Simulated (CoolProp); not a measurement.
Aqueous lithium chloride as a coolant, at -8 °C, 1 atm.

Values from CoolProp's Melinder's fits for secondary coolants.

```json
[
 {"mass %": "9", "freezing point (°C)": "-10.6", "density (kg/m³)": "1054", "conductivity (W/(m K))": "0.532", "viscosity (mPa s)": "3.06", "cp (kJ/(kg K))": "3.678"},
 {"mass %": "10.6", "freezing point (°C)": "-13.3", "density (kg/m³)": "1064", "conductivity (W/(m K))": "0.530", "viscosity (mPa s)": "3.24", "cp (kJ/(kg K))": "3.584"},
 {"mass %": "12.1", "freezing point (°C)": "-16.3", "density (kg/m³)": "1073", "conductivity (W/(m K))": "0.527", "viscosity (mPa s)": "3.42", "cp (kJ/(kg K))": "3.497"},
 {"mass %": "13.6", "freezing point (°C)": "-19.9", "density (kg/m³)": "1082", "conductivity (W/(m K))": "0.524", "viscosity (mPa s)": "3.62", "cp (kJ/(kg K))": "3.412"},
 {"mass %": "15.1", "freezing point (°C)": "-24.2", "density (kg/m³)": "1091", "conductivity (W/(m K))": "0.522", "viscosity (mPa s)": "___", "cp (kJ/(kg K))": "3.329"},
 {"mass %": "16.6", "freezing point (°C)": "-29.4", "density (kg/m³)": "1101", "conductivity (W/(m K))": "0.519", "viscosity (mPa s)": "___", "cp (kJ/(kg K))": "3.250"},
 {"mass %": "18.1", "freezing point (°C)": "-35.3", "density (kg/m³)": "___", "conductivity (W/(m K))": "___", "viscosity (mPa s)": "4.32", "cp (kJ/(kg K))": "3.175"},
 {"mass %": "19.7", "freezing point (°C)": "-42.5", "density (kg/m³)": "1120", "conductivity (W/(m K))": "0.514", "viscosity (mPa s)": "4.62", "cp (kJ/(kg K))": "3.102"},
 {"mass %": "21.2", "freezing point (°C)": "___", "density (kg/m³)": "1130", "conductivity (W/(m K))": "___", "viscosity (mPa s)": "4.94", "cp (kJ/(kg K))": "3.043"}
]
```

What belongs in the gaps?


- 15.1, viscosity (mPa s): 3.83
- 16.6, viscosity (mPa s): 4.07
- 18.1, density (kg/m³): 1110
- 18.1, conductivity (W/(m K)): 0.517
- 21.2, freezing point (°C): -49.7
- 21.2, conductivity (W/(m K)): 0.512
